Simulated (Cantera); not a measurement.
# Silicon nitride deposition: SiH2Cl2 + N2

A closed system holds: 1 mol SiH2Cl2, a varied amount of N2, equilibrated at 2000 K and 570 Pa.

Cantera equilibrium calculation (NASA polynomials, part measured and part estimated; ideal gas, pure solids and liquids). Candidate condensed phases: NH4Cl, Si, Si3N4; 28 gas species. The tables' values for SiCl, SiCl3, SiN are old estimates; treat these amounts as uncertain. Gases not in the tables: Si2H6 and higher silanes. Kinetics and transport are ignored.

```
n(N2) (mol)   x N2     x H2  x SiCl2    x HCl      x H     x Si    x SiCl  n Si(l)
-----------  -----  -------  -------  -------  -------  -------  --------  -------
2.9          0.582    0.149    0.148   0.0958  0.00831  0.00764   0.00426    0.197
12           0.846   0.0514   0.0513   0.0332  0.00488  0.00764   0.00251    0.115
21           0.902   0.0310   0.0310   0.0200  0.00379  0.00764   0.00195   0.0360
31           0.930   0.0211   0.0211   0.0146  0.00313  0.00671   0.00151        0
40           0.944   0.0162   0.0162   0.0121  0.00274  0.00573   0.00122        0
49           0.953   0.0130   0.0130   0.0104  0.00246  0.00503   0.00103        0
59           0.961   0.0107   0.0106  0.00900  0.00222  0.00446  0.000873        0
68           0.965  0.00913  0.00908  0.00806  0.00206  0.00407  0.000771        0
77           0.969  0.00796  0.00791  0.00732  0.00192  0.00375  0.000690        0
```
x: gas mole fraction; n: condensed amount in mol.

From 2.9 mol N2 to 21 mol N2 the condensed part is Si(l). From 31 mol N2 to 77 mol N2 nothing is condensed. The main Si-bearing gas is SiCl2 throughout.
